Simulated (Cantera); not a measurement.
Input: 1 mol toluene, 4.7 mol H2, 0.74 mol O2, equilibrated at 1.80 bar.

Equilibrium computed with Cantera from the NASA thermochemical tables; the gas is ideal and each condensed phase is pure. Candidate condensed phases: C, C6H6, C7H8, C8H18, H2O; 110 gas species. Rates play no part.

Over these rows the condensed part is C(graphite). Partial pressures as log10 of bar:

```csv
T (K),1000/T (1/K),log p C2H2 (acetylene),log p H2,log p CO
1950,0.5128,-3.08,0.19,-0.58
2100,0.4762,-2.66,0.19,-0.58
2250,0.4444,-2.29,0.18,-0.58
2400,0.4167,-1.98,0.18,-0.58
2550,0.3922,-1.71,0.17,-0.59
2700,0.3704,?,0.16,-0.59
```

Problem. Fit log p(C2H2 (acetylene)) = a + b·(1000/T) to the five rows, give the apparent enthalpy, and predict the row at 2700 K.

Solution. Means: 1000/T = 0.4485, log p = -2.344. Sxy = -0.103569, Sxx = 0.0090995, so b = -11.38 and a = -2.344 − (-11.38)×0.4485 = 2.76.
Apparent enthalpy: −19.145 × (-11.38) = 218 kJ/mol. With the condensed phases at unit activity, 2 C(graphite) + H2(g) = C2H2 (acetylene)(g) links this pressure to the main gases: over the six rows their terms move log p by -0.03 in all, so the slope is close to that reaction's ΔH°. The five rows lie within 0.01 of the line.
Prediction at 2700 K: 2.76 + (-11.38)×0.3704 = -1.46. The computed value is -1.47, 0.01 from the line.
